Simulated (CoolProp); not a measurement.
Propyne at several states: density (kg/m³) from the reference equation and from simpler models built on Tc = 129.6 °C, pc = 5658 kPa, ω = 0.204; each cubic takes its own stable root.

Values from CoolProp's reference Helmholtz-energy equation of state, Polt 1992. This equation is an older, rougher fit; its heat capacities, sound speeds and derivatives of the liquid may be far off and weren't checked against measurements.

```tsv
T (°C)	p (kPa)	phase	reference	van der Waals	Soave-Redlich-Kwong	Peng-Robinson
178.85	29700	supercritical	452.4	351.7	417.6	460.1
49.75	11100	liquid	590.6	382.5	541.7	611.1
100.75	10000	liquid	501.0	336.6	446.7	501.6
```
